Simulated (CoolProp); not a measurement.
Vapour-liquid equilibrium of propylene (1) + isobutane (2) at -2.65 °C; x and y are mole fractions of (1).

Model: multi-fluid Helmholtz-energy mixture model, Lemmon 2013 and Bücker 2006; pair parameters Bell 2016, in CoolProp.

Task: Give the bubble pressure and the first vapour's composition at x = 0.25, 0.45, 0.55. Is there an azeotrope?

Result: x = 0.25: 2.335 bar, y = 0.501; x = 0.45: 2.885 bar, y = 0.687; x = 0.55: 3.211 bar, y = 0.770. No azeotrope shows between x = 0.05 and 0.95.

The pair parameters rest on a limited set of measurements; away from them the model extrapolates. The gap from Raoult's law changes sign with composition, which may be real or a fault of the pair parameters; it wasn't checked against measurements.
